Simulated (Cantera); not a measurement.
Charge: 1 mol MgO, 0.54 mol C, 0.079 mol H₂.

These are equilibrium values from Cantera (NASA tables, ideal gas, pure condensed phases), not measurements of a reactor. Candidate condensed phases: C, C₆H₆, C₇H₈, C₈H₁₈, H₂O, Mg, MgCO₃, MgO, Mg(OH)₂; 116 gas species. Kinetics and transport are ignored.

Task: What condenses at these points (T in K, P in Pa): (1948, 10000); (1748, 46000); (1998, 46000); (1898, 1); (2148, 22); (1998, 1)?

Result: 
| T (K) | P in Pa | condensed phases | Mg condensed (%) |
|---|---|---|---|
| 1948 | 10000 | MgO | 46.0 |
| 1748 | 46000 | C + MgO | 99.5 |
| 1998 | 46000 | MgO | 46.0 |
| 1898 | 1 | MgO | 35.8 |
| 2148 | 22 | MgO | 32.3 |
| 1998 | 1 | gas only | 0.0 |
